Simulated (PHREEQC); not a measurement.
City or well water: speciation

Model water analysis in mg/kgw, 25 °C, pH 6.87, pe 8.5:

```tsv
constituent	mg/kgw
Na	4.24
K	10.3
Ca	59.8
Mg	11.5
Cl	107
S(6) as SO4	29.2
Alkalinity as HCO3	39.8
Br	6.86
Si as SiO2	0.0876
Pb	24.8
B	0.434
```

Valence states are taken as typed.

Model: ion-association model, phreeqc.dat, run in PHREEQC.

This is a speciation only: nothing precipitates in the calculation.

Predict the ionic strength, specific conductance.

ionic strength 0.00643 mol/kgw; specific conductance 508 µS/cm.

In which forms is Mg present?

Mg+2 97 %, MgSO4 3.0 % of the Mg.

The solution is supersaturated, for example in Cerussite, Pb(OH)2, so a real one may precipitate; this is no full list. Complexes and solids missing from the database can't appear.
